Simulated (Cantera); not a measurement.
Charge: 1 mol AlN, 0.039 mol N2, at 2148.15 K and 10.0 Torr.

These are equilibrium values from Cantera (NASA tables, ideal gas, pure condensed phases), not measurements of a reactor. Candidate condensed phases: Al, AlN; 5 gas species. Rates play no part.

Base state: N2 0.796, Al 0.204, Al2 8.22e-5 (mole fractions); condensed: AlN(s).

**Question.** What changes in the equilibrium state with this change: temperature from 2148.15 K to 1798 K?

**Answer.** 
```json
[
 {"species": "N2", "before": "0.796", "after": "1.000"},
 {"species": "Al", "before": "0.204", "after": "0.000186"},
 {"species": "Al2", "before": "8.22e-5", "after": "<1e-9"},
 {"species": "AlN(s), mol", "before": "0.989", "after": "1.000"}
]
```
